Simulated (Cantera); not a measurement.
## Adiabatic ignition

An adiabatic, constant-pressure homogeneous reactor starts with CO : H2 : CH4 : O2 : N2 = 1 : 0.3 : 0.68 : 5.15 : 19.4 (molar parts), at 1323 K and 1100000 Pa.

Computed with Cantera and GRI-Mech 3.0 (53 species, 325 reactions).

```
t (s)     T (K)      x CO     x H2   x CH4     x OH     x CH2
--------  -----  --------  -------  ------  -------  --------
1.00e-6    1323    0.0377   0.0113  0.0256  5.17e-9    <1e-12
3.16e-6    1323    0.0377   0.0113  0.0256  8.98e-9    <1e-12
1.00e-5    1323    0.0377   0.0113  0.0256  2.74e-8    <1e-12
3.16e-5    1323    0.0377   0.0113  0.0256  3.61e-7  6.21e-11
0.000100   1444    0.0408  0.00998  0.0164  6.49e-5   1.57e-7
0.000316   2223  0.000396  7.23e-5  <1e-12  0.00208    <1e-12
0.00100    2223  0.000396  7.22e-5  <1e-12  0.00207    <1e-12
0.00316    2222  0.000394  7.20e-5  <1e-12  0.00207    <1e-12
0.0100     2220  0.000390  7.13e-5  <1e-12  0.00205    <1e-12
0.0316     2215  0.000378  6.94e-5  <1e-12  0.00200    <1e-12
0.100      2207  0.000360  6.65e-5  <1e-12  0.00193    <1e-12
0.316      2203  0.000353  6.53e-5  <1e-12  0.00190    <1e-12
1.00       2203  0.000353  6.52e-5  <1e-12  0.00190    <1e-12
```
x: mole fraction; the columns are a selection and need not sum to one.

```yaml
time_of_steepest_temperature_rise: 0.114 ms
temperature at 1.00 s: 2203 K
equilibrium_temperature: 2203 K
x(CO) at 1.00 s: 0.000353 (gas-phase equilibrium 0.000353)
x(H2) at 1.00 s: 6.52e-5 (gas-phase equilibrium 6.52e-5)
x(CH4) at 1.00 s: <1e-12 (gas-phase equilibrium <1e-12)
```
